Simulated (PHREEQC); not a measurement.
NaOH is added in steps, without added water, to 1 kg of water holding 0.016 mol Cu(NO3)2, 0.00035 mol HCl and 3.1e-05 mol FeCl3, at 80 °C. O2 is buffered at 0.21 atm. The system is closed to CO2. No solid was allowed to form.

Base run: PHREEQC, ion-association model, wateq4f.dat. Each further column changes one thing. The table gives Cu+2 (mol/kgw).

| NaOH added (mol) | base | Cu(NO3)2 from 0.016 to 0.0016 mol/kgw | diluted 2-fold with water | temperature from 80 to 55 °C | solids may form |
|---|---|---|---|---|---|
| 0 | 0.0159 | 0.00159 | 0.00797 | 0.0160 | 0.0159 |
| 0.004625 | 0.0117 | 8.04e-9 | 0.00357 | 0.0118 | 0.0129 |
| 0.00925 | 0.00713 | 2.82e-10 | 1.55e-5 | 0.00717 | 0.00990 |
| 0.01156 | 0.00483 | 1.50e-10 | 3.31e-6 | 0.00488 | 0.00838 |
| 0.01619 | 0.000349 | 6.66e-11 | 1.77e-7 | 0.000612 | 0.00535 |
| 0.02081 | 6.05e-6 | [?] | 2.72e-9 | 3.92e-5 | 0.00274 |
| 0.02544 | 1.83e-6 | 2.59e-11 | [?] | 1.17e-5 | 0.00222 |
| 0.02775 | 1.01e-6 | 2.19e-11 | [?] | 6.28e-6 | 0.00201 |
| 0.03238 | 1.52e-7 | 1.64e-11 | 2.61e-10 | [?] | [?] |
| 0.037 | 6.91e-9 | 1.29e-11 | [?] | 5.69e-10 | 7.22e-14 |

### Question
Some entries are withheld; supply them.

### Answer

- 0.02081, Cu(NO3)2 from 0.016 to 0.0016 mol/kgw: 3.88e-11
- 0.02544, diluted 2-fold with water: 7.29e-10
- 0.02775, diluted 2-fold with water: 4.82e-10
- 0.03238, temperature from 80 to 55 °C: 2.77e-7
- 0.03238, solids may form: 2.31e-5
- 0.037, diluted 2-fold with water: 1.67e-10

In at least one series the solution becomes supersaturated in solids that the run did not let form, among them Fe(OH)3(a), Cu(OH)2, Atacamite, Cu2(OH)3NO3. Away from 25 °C the constants follow the database's enthalpies or fits; those with neither stay at their 25 °C values. The database's constant for dissolved Cu(OH)2 is higher than later reviews accept. Solids allowed in the column 'solids may form': Fe(OH)3(a), Cu(OH)2, Atacamite, Cu2(OH)3NO3, Halite.
